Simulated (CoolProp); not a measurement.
Vapour-liquid equilibrium of 1-butene (1) + n-butane (2) at 231.5 K; x and y are mole fractions of (1).

Computed with CoolProp (multi-fluid Helmholtz-energy mixture model, Lemmon 2005 and Bücker 2006; pair parameters Bell 2016).

### Question
Give the bubble pressure and the first vapour's composition at x = 0.05, 0.35, 0.8. Is there an azeotrope?

### Answer
x = 0.05: 0.01559 MPa, y = 0.065; x = 0.35: 0.01715 MPa, y = 0.418; x = 0.8: 0.01924 MPa, y = 0.834. No azeotrope shows between x = 0.05 and 0.95.

Pair parameters are fitted to limited data, so mixtures are less certain than the pure fluids.
